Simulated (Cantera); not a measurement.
# Ignition delay

Mixture: 4.07 % CH₄, 0.977 % CO, 18.0 % O₂, 67.6 % N₂, 9.36 % CO₂, equivalence ratio 0.48, at 7.20 bar, adiabatic and at constant pressure. Ignition delay is the time to a rise of 400 K.

Model: GRI-Mech 3.0 (53 species, 325 reactions), integrated in Cantera.

| T0 (K) | delay (ms) |
|---|---|
| 1098 | 26.9 |
| 1198 | 6.32 |
| 1298 | 1.81 |
| 1398 | 0.599 |
| 1498 | 0.223 |
| 1598 | 0.0930 |

```
Property                                                 Value
--------------------------------------------------  ----------
apparent activation energy between 1398 and 1598 K  170 kJ/mol
```
